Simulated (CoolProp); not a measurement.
Vapour-liquid equilibrium of CHF3 (R23) (1) + C2F6 (R116) (2) at 1.85 MPa; x and y are mole fractions of (1).

Computed with CoolProp (multi-fluid Helmholtz-energy mixture model, Penoncello 2003 and Lemmon 2006; pair parameters Bell 2016).

Give the bubble temperature and the first vapour's composition at x = 0.2, 0.725, 0.875. Is there an azeotrope?

x = 0.2: -9.9 °C, y = 0.304; x = 0.725: -15.5 °C, y = 0.698; x = 0.875: -13.9 °C, y = 0.830. y crosses x between x = 0.575 and 0.65: the model has an azeotrope there.

The pair parameters rest on a limited set of measurements; away from them the model extrapolates.
